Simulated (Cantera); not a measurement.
Input: 1 mol PbO, 0.36 mol CO, a varied amount of H2, at 527 °C and 1.60 bar.

These are equilibrium values from Cantera (NASA tables, ideal gas, pure condensed phases), not measurements of a reactor. Candidate condensed phases: C, C6H6, C7H8, C8H18, H2O, Pb, PbO, PbO2, Pb3O4; 113 gas species. Rates play no part.

x: gas mole fraction; n: condensed amount in mol.

```tsv
n(H2) (mol)	x H2	x H2O	x CO2	x CH4	x CO	n Pb(l)	n PbO(yellow)
0.35	3.11e-5	0.493	0.507	<1e-12	7.58e-6	0.710	0.290
0.55	?	0.604	?	<1e-12	?	?	?
0.86	0.140	0.561	0.276	0.00649	0.0164	1.00	0
1.3	0.243	0.522	0.174	0.0423	0.0192	1.00	0
2.1	0.344	0.485	0.0743	0.0843	0.0125	1.00	0
3.3	?	?	?	?	?	1.00	0
5.1	0.644	0.281	0.00176	0.0728	0.000953	1.00	0
8	0.776	0.177	0.000212	0.0466	0.000220	1.00	0
```

Problem. What belongs in the gaps?

Solution. 
- 0.55, x H2: 3.81e-5
- 0.55, x CO2: 0.396
- 0.55, x CO: 5.92e-6
- 0.55, n Pb(l): 0.910
- 0.55, n PbO(yellow): 0.0900
- 3.3, x H2: 0.476
- 3.3, x H2O: 0.406
- 3.3, x CO2: 0.0162
- 3.3, x CH4: 0.0966
- 3.3, x CO: 0.00451
